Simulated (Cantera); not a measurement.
An isothermal, constant-pressure homogeneous reactor starts with NO : N2 = 1 : 12 (molar parts), at 1975 K and 10.00 Torr. Integrator tolerance rtol = 1e-08.

Computed with Cantera and GRI-Mech 3.0 (53 species, 325 reactions). Radical loss at walls, strong at low pressure, is not modelled.

Task: What does this change do: N2 12 to 1.2 parts?

Result: 
| quantity | before | after |
|---|---|---|
| x(NO) at 100 s | 0.00969 (gas-phase equilibrium 0.00329) | 0.0104 (gas-phase equilibrium 0.00729) |
| x(O) at 100 s | 0.000875 (gas-phase equilibrium 0.000915) | 0.00226 (gas-phase equilibrium 0.00226) |
| x(N2O) at 100 s | 4.97e-8 (gas-phase equilibrium 2.36e-8) | 5.85e-8 (gas-phase equilibrium 4.68e-8) |
| x(NO2) at 100 s | 7.99e-7 (gas-phase equilibrium 2.84e-7) | 2.20e-6 (gas-phase equilibrium 1.55e-6) |
| x(N2) at 100 s | 0.956 (gas-phase equilibrium 0.959) | 0.767 (gas-phase equilibrium 0.768) |

Task: What does this change do: pressure from 10.00 Torr to 100.0 Torr?

Result: 
| quantity | before | after |
|---|---|---|
| x(NO) at 100 s | 0.00969 (gas-phase equilibrium 0.00329) | 0.00332 (gas-phase equilibrium 0.00331) |
| x(O) at 100 s | 0.000875 (gas-phase equilibrium 0.000915) | 0.000291 (gas-phase equilibrium 0.000291) |
| x(N2O) at 100 s | 4.97e-8 (gas-phase equilibrium 2.36e-8) | 7.51e-8 (gas-phase equilibrium 7.51e-8) |
| x(NO2) at 100 s | 7.99e-7 (gas-phase equilibrium 2.84e-7) | 9.10e-7 (gas-phase equilibrium 9.06e-7) |
| x(N2) at 100 s | 0.956 (gas-phase equilibrium 0.959) | 0.960 (gas-phase equilibrium 0.960) |
